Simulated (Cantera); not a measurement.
An adiabatic, constant-pressure homogeneous reactor starts with CH4 : O2 : N2 = 1 : 2.82 : 10.6 (molar parts), equivalence ratio 0.71, at 1725 K and 10.0 bar.

Model: GRI-Mech 3.0 (53 species, 325 reactions), integrated in Cantera.

x: mole fraction; the columns are a selection and need not sum to one.

```
t (s)     T (K)   x CH4    x O2      x NO    x CH2     x NO2     x CO
--------  -----  ------  ------  --------  -------  --------  -------
1.00e-5    1727  0.0679   0.195  3.27e-11  3.25e-8    <1e-12  8.07e-5
2.09e-5    1785  0.0561   0.185  8.12e-10  9.03e-7  4.32e-11  0.00373
4.36e-5    2858  <1e-12  0.0580   0.00116   <1e-12         ?   0.0139
9.11e-5    2855  <1e-12  0.0566   0.00408   <1e-12         ?   0.0138
0.000190   2848  <1e-12  0.0544   0.00882   <1e-12         ?   0.0137
0.000397   2841  <1e-12  0.0519    0.0143   <1e-12         ?   0.0137
0.000829   2836  <1e-12  0.0504    0.0175   <1e-12   1.77e-5   0.0136
0.00173    2835  <1e-12  0.0502    0.0180   <1e-12   1.82e-5   0.0136
0.00362    2835  <1e-12  0.0501    0.0180   <1e-12   1.82e-5   0.0136
0.00755    2835  <1e-12  0.0501    0.0180   <1e-12   1.82e-5   0.0136
0.0158     2835  <1e-12  0.0501    0.0180   <1e-12   1.82e-5   0.0136
0.0329     2835  <1e-12  0.0501    0.0180   <1e-12   1.82e-5   0.0136
0.0688     2835  <1e-12  0.0501    0.0180   <1e-12   1.82e-5   0.0136
0.144      2835  <1e-12  0.0501    0.0180   <1e-12   1.82e-5   0.0136
0.300      2835  <1e-12  0.0501    0.0180   <1e-12   1.82e-5   0.0136
```

Q: Some entries are withheld; supply them.

A: 
- 4.36e-5, x NO2: 1.23e-6
- 9.11e-5, x NO2: 4.31e-6
- 0.000190, x NO2: 9.18e-6
- 0.000397, x NO2: 1.46e-5
